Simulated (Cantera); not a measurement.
**V + NH3 + H2 (tantalum, niobium, vanadium and zirconium in process gases)**

A closed system holds: 1 mol V, 2.6 mol NH3, 190 mol H2, at 2102 °C and 25000 Pa.

These are equilibrium values from Cantera (NASA tables, ideal gas, pure condensed phases), not measurements of a reactor. Candidate condensed phases: V, VN; 11 gas species. Condensed phases not in the tables: V2N, N, O or C dissolved in the metal. Equilibrium is a limit: real reactors are often held back by kinetics, nucleation or transport.

```yaml
x(H2): 0.965
x(H): 0.0277
x(N2): 0.00656
x(V): 0.000963
n(V(l)): 0.809 mol
gas_amount: 198.1 mol
```
